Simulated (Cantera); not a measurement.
# Hydrocarbon pyrolysis for carbon deposition

An isothermal, constant-pressure homogeneous reactor starts with 41.7 % CH4, 58.3 % H2, at 1723 K and 6.90 Torr.

Cantera simulation using GRI-Mech 3.0 (53 species, 325 reactions); the numbers are that mechanism's predictions, not measurements. GRI-Mech 3.0 stops at C3 and has no aromatics, soot or wall deposition, so with more carbon than oxygen in the feed, carbon stays in small species such as C2H2 where larger ones or solid carbon would form. Radical loss at walls, strong at low pressure, is not modelled.

| t (s) | x CH4 | x H2 | x C2H6 | x H | x C2H4 | x CH2 |
|---|---|---|---|---|---|---|
| 0.000600 | 0.416 | 0.583 | 3.72e-8 | 1.14e-5 | 1.45e-7 | 2.53e-9 |
| 0.00136 | 0.416 | 0.583 | 3.78e-7 | 2.47e-5 | 1.84e-6 | 1.36e-8 |
| 0.00310 | 0.416 | 0.583 | 3.13e-6 | 5.53e-5 | 2.20e-5 | 6.84e-8 |
| 0.00704 | 0.414 | 0.584 | 2.03e-5 | 0.000126 | 0.000249 | 3.24e-7 |
| 0.0160 | 0.404 | 0.589 | 0.000101 | 0.000299 | 0.00243 | 1.39e-6 |
| 0.0363 | 0.340 | 0.627 | 0.000217 | 0.000605 | 0.00945 | 3.31e-6 |
| 0.0826 | 0.220 | 0.707 | 0.000109 | 0.000748 | 0.00519 | 2.77e-6 |
| 0.188 | 0.120 | 0.772 | 3.68e-5 | 0.000878 | 0.00160 | 2.00e-6 |
| 0.426 | 0.0556 | 0.815 | 9.39e-6 | 0.00105 | 0.000411 | 1.40e-6 |
| 0.968 | 0.0213 | 0.838 | 1.76e-6 | 0.00130 | 0.000110 | 9.01e-7 |
| 2.20 | 0.00714 | 0.847 | 2.47e-7 | 0.00157 | 5.51e-5 | 4.83e-7 |
| 5.00 | 0.00244 | 0.850 | 3.22e-8 | 0.00172 | 4.75e-5 | 2.07e-7 |
x: mole fraction; the columns are a selection and need not sum to one.

Equilibrium at this temperature and pressure: CH4 0.000290, H2 0.851, C2H6 7.20e-10, H 0.00177, C2H4 4.66e-5, CH2 2.67e-8 (gas phase only).
